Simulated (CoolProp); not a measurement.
Vapour-liquid equilibrium of R114 (1) + benzene (2) at 357.1 K; x and y are mole fractions of (1).

Computed with CoolProp (multi-fluid Helmholtz-energy mixture model, Platzer 1990 and Thol 2012; pair parameters Bell 2016). This equation is an older, rougher fit; its heat capacities, sound speeds and derivatives of the liquid may be far off and weren't checked against measurements.

| x | bubble pressure, mixture model (kPa) | bubble pressure, Raoult's law (kPa) | y, mixture model | y, Raoult's law |
|---|---|---|---|---|
| 0.05 | 217.6 | 159.1 | 0.485 | 0.319 |
| 0.2 | 436.2 | 294.3 | 0.760 | 0.690 |
| 0.35 | 572.1 | 429.5 | 0.831 | 0.827 |
| 0.5 | 672.1 | 564.7 | 0.870 | 0.899 |
| 0.65 | 762.8 | 699.9 | 0.903 | 0.943 |
| 0.8 | 859.8 | 835.1 | 0.938 | 0.973 |
| 0.95 | 973.0 | 970.3 | 0.982 | 0.994 |

The largest gap from Raoult's law is +48.2 % in bubble pressure, at x = 0.2. No azeotrope shows between x = 0.05 and 0.95.

Pair parameters are fitted to limited data, so mixtures are less certain than the pure fluids.
